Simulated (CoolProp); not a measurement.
Vapour-liquid equilibrium of cyclohexane (1) + n-octane (2) at 467.9 K; x and y are mole fractions of (1).

Values from CoolProp's multi-fluid Helmholtz-energy mixture model, Zhou 2014 and Beckmüller 2019; pair parameters Bell 2016.

```
x     bubble pressure, mixture model (MPa)  bubble pressure, Raoult's law (MPa)  y, mixture model  y, Raoult's law
----  ------------------------------------  -----------------------------------  ----------------  ---------------
0.05                                     …                               0.5359                 …            0.115
0.2                                 0.6303                               0.6466                 …            0.383
0.35                                0.7350                               0.7573                 …            0.572
0.5                                 0.8441                               0.8681                 …            0.713
0.65                                     …                               0.9788             0.789            0.822
0.8                                      …                                1.090             0.889            0.908
0.95                                     …                                1.200             0.974            0.979
```

Question: Fill in the missing entries.

Answer: 
- 0.05, bubble pressure, mixture model (MPa): 0.5308
- 0.05, y, mixture model: 0.096
- 0.2, y, mixture model: 0.336
- 0.35, y, mixture model: 0.522
- 0.5, y, mixture model: 0.669
- 0.65, bubble pressure, mixture model (MPa): 0.9572
- 0.8, bubble pressure, mixture model (MPa): 1.074
- 0.95, bubble pressure, mixture model (MPa): 1.196

The largest gap from Raoult's law is -2.9 % in bubble pressure, at x = 0.35. No azeotrope shows between x = 0.05 and 0.95.

Pair parameters are fitted to limited data, so mixtures are less certain than the pure fluids.
